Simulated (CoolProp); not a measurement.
A simple Rankine cycle with R22: condensing at 295.15 K, boiler at 3.31 MPa, turbine inlet 353 K, turbine efficiency 0.85, pump efficiency 0.6, no recuperator. Each further row changes one setting.

Model: reference Helmholtz-energy equation of state, Kamei 1995, in CoolProp.

```tsv
case	thermal efficiency (%)	net work (kJ/kg)	heat in (kJ/kg)	turbine exit temperature (K)	volume ratio over the turbine
as stated	10.1	19.5	193	295.1	…
turbine inlet 373 K	10.8	…	218	305.7	3.31
condensing temperature 287.15 K	…	…	…	287.1	…
boiler pressure 2.32 MPa	8.1	17.3	213	…	2.32
turbine efficiency 0.75	8.7	16.8	193	295.1	3.61
```

Question: Some entries are withheld; supply them.

Answer: 
- as stated, volume ratio over the turbine: 3.56
- turbine inlet 373 K, net work (kJ/kg): 23.4
- condensing temperature 287.15 K, thermal efficiency (%): 11.6
- condensing temperature 287.15 K, net work (kJ/kg): 23.5
- condensing temperature 287.15 K, heat in (kJ/kg): 203
- condensing temperature 287.15 K, volume ratio over the turbine: 4.43
- boiler pressure 2.32 MPa, turbine exit temperature (K): 307.2

The expansion ends wet for: as stated; condensing temperature 287.15 K; turbine efficiency 0.75.
